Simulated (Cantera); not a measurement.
**Adiabatic ignition**

An adiabatic, constant-volume homogeneous reactor starts with CH₄ : O₂ : N₂ = 1 : 0.952 : 9.52 (molar parts), equivalence ratio 2.1, at 1400 K and 4050 Torr.

Computed with Cantera and GRI-Mech 3.0 (53 species, 325 reactions).

```json
[
 {"t (s)": "1.00e-5", "T (K)": "1400", "P (bar)": "5.40", "x CH₄": "0.0872", "x O₂": "0.0830", "x C₂H₄": "2.39e-11", "x HCO": "<1e-12", "x NO": "<1e-12", "x HCN": "<1e-12"},
 {"t (s)": "3.88e-5", "T (K)": "1400", "P (bar)": "5.40", "x CH₄": "0.0872", "x O₂": "0.0830", "x C₂H₄": "2.83e-9", "x HCO": "3.61e-12", "x NO": "<1e-12", "x HCN": "<1e-12"},
 {"t (s)": "0.000151", "T (K)": "1400", "P (bar)": "5.40", "x CH₄": "0.0871", "x O₂": "0.0830", "x C₂H₄": "3.39e-7", "x HCO": "1.48e-10", "x NO": "<1e-12", "x HCN": "<1e-12"},
 {"t (s)": "0.000585", "T (K)": "1402", "P (bar)": "5.41", "x CH₄": "0.0868", "x O₂": "0.0828", "x C₂H₄": "7.06e-6", "x HCO": "1.74e-9", "x NO": "<1e-12", "x HCN": "<1e-12"},
 {"t (s)": "0.00227", "T (K)": "1428", "P (bar)": "5.51", "x CH₄": "0.0821", "x O₂": "0.0798", "x C₂H₄": "0.000308", "x HCO": "3.85e-8", "x NO": "4.41e-12", "x HCN": "<1e-12"},
 {"t (s)": "0.00881", "T (K)": "2151", "P (bar)": "9.05", "x CH₄": "6.39e-5", "x O₂": "3.30e-8", "x C₂H₄": "1.18e-7", "x HCO": "7.27e-8", "x NO": "3.49e-5", "x HCN": "2.44e-5"},
 {"t (s)": "0.0342", "T (K)": "2151", "P (bar)": "9.06", "x CH₄": "1.52e-9", "x O₂": "3.33e-8", "x C₂H₄": "<1e-12", "x HCO": "7.29e-8", "x NO": "1.64e-5", "x HCN": "2.29e-6"},
 {"t (s)": "0.133", "T (K)": "2151", "P (bar)": "9.06", "x CH₄": "1.42e-9", "x O₂": "3.33e-8", "x C₂H₄": "<1e-12", "x HCO": "7.29e-8", "x NO": "5.73e-6", "x HCN": "7.48e-7"},
 {"t (s)": "0.515", "T (K)": "2151", "P (bar)": "9.06", "x CH₄": "1.41e-9", "x O₂": "3.33e-8", "x C₂H₄": "<1e-12", "x HCO": "7.29e-8", "x NO": "4.43e-6", "x HCN": "5.72e-7"},
 {"t (s)": "2.00", "T (K)": "2151", "P (bar)": "9.06", "x CH₄": "1.41e-9", "x O₂": "3.33e-8", "x C₂H₄": "<1e-12", "x HCO": "7.29e-8", "x NO": "4.42e-6", "x HCN": "5.71e-7"}
]
```
x: mole fraction; the columns are a selection and need not sum to one.

```
Item                                                                Result
---------------------------------  ---------------------------------------
time of steepest temperature rise                                  3.32 ms
temperature at 2.00 s                                               2151 K
equilibrium temperature                                             2151 K
x(CH₄) at 2.00 s                   1.41e-9 (gas-phase equilibrium 1.60e-9)
x(O₂) at 2.00 s                    3.33e-8 (gas-phase equilibrium 3.33e-8)
x(C₂H₄) at 2.00 s                    <1e-12 (gas-phase equilibrium <1e-12)
```
